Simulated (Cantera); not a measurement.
An isothermal, constant-pressure homogeneous reactor starts with H₂ : O₂ = 0.14 : 1 (molar parts), equivalence ratio 0.070, at 1275 K and 10.00 Torr.

Computed with Cantera and GRI-Mech 3.0 (53 species, 325 reactions). Radical loss at walls, strong at low pressure, is not modelled. The temperature is held fixed by assumption; the heat of reaction is taken as removed at once.

x: mole fraction; the columns are a selection and need not sum to one.

```
t (s)         x H₂   x O₂      x H    x HO₂      x O     x OH
--------  --------  -----  -------  -------  -------  -------
0.000100     0.123  0.877  4.07e-8  3.76e-8  3.51e-8  2.58e-8
0.000501     0.123  0.877  1.94e-5  2.42e-7  2.06e-5  1.43e-5
0.00251    0.00403  0.796   0.0289  5.36e-6   0.0621  0.00874
0.0126     0.00279  0.822   0.0153  5.35e-6   0.0402  0.00739
0.0632    0.000545  0.860  0.00119  3.41e-6  0.00727  0.00332
0.317          ___  0.868      ___      ___      ___      ___
1.59           ___  0.869      ___      ___      ___      ___
7.96       2.52e-7  0.869  1.20e-8  2.43e-8  3.39e-6  7.27e-5
39.9       7.25e-8  0.869  1.86e-9  3.23e-8  9.74e-7  3.90e-5
200        6.75e-8  0.869  1.67e-9  3.32e-8  9.08e-7  3.76e-5
```

Q: Some entries are withheld; supply them.

A: 
- 0.317, x H₂: 2.85e-5
- 0.317, x H: 1.41e-5
- 0.317, x HO₂: 5.43e-7
- 0.317, x O: 0.000377
- 0.317, x OH: 0.000765
- 1.59, x H₂: 2.04e-6
- 1.59, x H: 2.73e-7
- 1.59, x HO₂: 6.14e-8
- 1.59, x O: 2.72e-5
- 1.59, x OH: 0.000206
